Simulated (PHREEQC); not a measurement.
1.5 g of hydrous ferric oxide (600 m²/g; 0.2 weak and 0.005 strong sites per Fe, Dzombak-Morel constants, diffuse double layer) in 1 kg of water with 0.01 mol/kgw of an inert sodium salt and 10 mmol/kgw H3BO3 and 0.029 mmol/kgw BaCl2, at 25 °C; the pH is set by adding NaOH or the inert anion's acid. O2 is buffered at 0.21 atm. The system is closed to CO2. Precipitation was switched off in this run.

All values are PHREEQC results (ion-association model, wateq4f.dat), not measurements.

| pH | B sorbed (%) | Ba sorbed (%) | surface charge σ (C/m²) | surface potential ψ (mV) |
|---|---|---|---|---|
| 4 | 0.5 | 0.0 | 0.219 | 183 |
| 4.75 | 0.8 | 0.0 | 0.137 | 160 |
| 5.5 | 0.9 | 0.0 | 0.077 | 132 |
| 6.25 | 1.0 | 0.6 | 0.039 | 98 |
| 7 | 1.0 | 9.7 | 0.017 | 61 |
| 7.75 | 1.0 | 65.2 | 0.005 | 21 |
| 8.5 | 0.9 | 97.4 | -0.005 | -20 |
| 9.25 | 0.5 | 99.9 | -0.021 | -59 |
| 10 | 0.1 | 100.0 | -0.050 | -95 |
